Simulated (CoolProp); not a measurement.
Chlorine at several states: Z from the reference equation and from simpler models built on Tc = 143.7 °C, pc = 7642 kPa, ω = 0.070; each cubic takes its own stable root.

Values from CoolProp's reference Helmholtz-energy equation of state, Thol 2021.

```tsv
T (°C)	p (kPa)	phase	reference	van der Waals	Soave-Redlich-Kwong
-76.35	128	liquid	?	?	?
-54.25	11000	liquid	?	?	?
-44.35	16.6	gas	0.9951	0.9974	0.9962
```

Problem. Some entries are withheld; supply them.

Solution. 
- -76.35, reference: 0.003304
- -76.35, van der Waals: 0.9720
- -76.35, Soave-Redlich-Kwong: 0.003609
- -54.25, reference: 0.2623
- -54.25, van der Waals: 0.4152
- -54.25, Soave-Redlich-Kwong: 0.2844

At some of these states van der Waals gives the other phase, because its saturation line lies elsewhere.
